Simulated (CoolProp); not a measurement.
Vapour-liquid equilibrium of diethyl ether (1) + n-hexane (2) at 140.75 °C; x and y are mole fractions of (1).

Values from CoolProp's multi-fluid Helmholtz-energy mixture model, Thol 2014 and Thol 2019; pair parameters Bell 2016.

```tsv
x	bubble pressure, mixture model (bar)	bubble pressure, Raoult's law (bar)	y, mixture model	y, Raoult's law
0.05	6.769	6.703	0.106	0.113
0.2	8.181	8.026	0.345	0.376
0.35	9.489	9.350	0.516	0.565
0.5	10.75	10.67	0.652	0.707
0.65	12.01	12.00	0.769	0.817
0.8	13.30	13.32	0.873	0.906
0.95	14.63	14.64	0.970	0.979
```

The largest gap from Raoult's law is +1.9 % in bubble pressure, at x = 0.2. No azeotrope shows between x = 0.05 and 0.95.

Pair parameters are fitted to limited data, so mixtures are less certain than the pure fluids.
